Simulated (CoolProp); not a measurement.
Aqueous magnesium chloride as a coolant, 23 % by mass, freezing at -39.6 °C, 1 atm.

Model: Melinder's fits for secondary coolants, in CoolProp.

| T (°C) | density (kg/m³) | viscosity (mPa s) | cp (kJ/(kg K)) | conductivity (W/(m K)) |
|---|---|---|---|---|
| -14.3 | 1221 | 18.9 | 2.889 | … |
| -10.5 | 1220 | … | 2.898 | 0.483 |
| -6.7 | 1219 | 13.3 | 2.907 | 0.490 |
| -2.9 | … | 11.2 | 2.917 | 0.497 |
| 0.9 | 1215 | 9.51 | 2.927 | 0.504 |
| 4.7 | 1213 | 8.11 | 2.936 | 0.511 |
| 8.5 | 1212 | 6.96 | 2.946 | 0.517 |
| 12.3 | 1210 | 6.01 | 2.955 | 0.524 |
| 16.1 | 1208 | … | 2.964 | 0.531 |
| 19.9 | 1206 | 4.60 | 2.973 | 0.538 |
| 23.7 | 1204 | 4.07 | 2.982 | … |
| 27.5 | … | 3.64 | 2.990 | 0.551 |
| 31.2 | 1200 | 3.29 | 2.998 | … |
| 35 | 1199 | 3.00 | 3.005 | 0.563 |

### Question
Fill in the missing entries.

### Answer

- -14.3, conductivity (W/(m K)): 0.477
- -10.5, viscosity (mPa s): 15.8
- -2.9, density (kg/m³): 1217
- 16.1, viscosity (mPa s): 5.24
- 23.7, conductivity (W/(m K)): 0.544
- 27.5, density (kg/m³): 1202
- 31.2, conductivity (W/(m K)): 0.557
